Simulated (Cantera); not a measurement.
A perfectly stirred reactor is fed with CH₄ : C₂H₆ : C₃H₈ : O₂ : N₂ : H₂O = 1 : 0.43 : 0.039 : 3.08 : 11.6 : 0.36 (molar parts), equivalence ratio 1.2, at 1.01 bar; it is adiabatic with a 773 K inlet, and is followed from long to short residence time, starting on the burning branch (τ in s: 0.025, 0.013, 0.0069, 0.0036, 0.0019, 0.001, 0.00054, 0.00028, 0.00015, 8e-05, 4.2e-05, 2.2e-05, 1.2e-05).

Detailed kinetics in Cantera: GRI-Mech 3.0 (53 species, 325 reactions).

One state of this run: T (K) = 2032; x CH₄ = 0.00165; x C₂H₆ = 0.000151; x C₃H₈ = 9.81e-6; x N₂O = 4.99e-8; x C₂H = 1.54e-6; x C₂H₂ = 0.000252. x: mole fraction; the columns are a selection and need not sum to one.

Question: Which value of τ (s) does it belong to?
A) 2.2e-5
B) 4.2e-5
C) 0.00054
D) 0.025

Answer: B, 4.2e-5
